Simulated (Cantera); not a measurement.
A freely propagating, adiabatic, planar premixed flame of CH4 : C2H6 : O2 : N2 = 1 : 0.34 : 2.66 : 10 (molar parts), unburnt at 625 K and 263 Torr; mixture-averaged transport, grid criteria slope 0.08 and curve 0.16, no radiation.

Detailed kinetics in Cantera: GRI-Mech 3.0 (53 species, 325 reactions). Burning velocities carry a grid error of a few per cent, more on coarse grids.

Predict: laminar burning velocity; thermal thickness; peak x(OH); peak x(O); peak x(HCN).


```
Item                        Result
------------------------  --------
laminar burning velocity  164 cm/s
thermal thickness         0.785 mm
peak x(OH)                 0.00963
peak x(O)                  0.00367
peak x(HCN)                1.40e-5
```
